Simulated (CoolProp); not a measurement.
The fluid at 480.28 K and 0.304 MPa is compressed adiabatically to 1.89 MPa with isentropic efficiency 1. The same conditions are run with several fluids, on thermodynamics alone (safety and materials aside).

The numbers come from the reference Helmholtz-energy equation of state of each fluid (cyclopentane: Gedanitz 2015; cyclohexane: Zhou 2014; benzene: Thol 2012) in CoolProp.

Rank cyclopentane, cyclohexane, benzene by work (kJ/kg), highest first.

cyclopentane (102), benzene (90.8), cyclohexane (81.3)

| fluid | final temperature (K) | final density (kg/m³) |
|---|---|---|
| cyclopentane | 537.9 | 34.2 |
| cyclohexane | 529.7 | 46.2 |
| benzene | 544.8 | 39.1 |
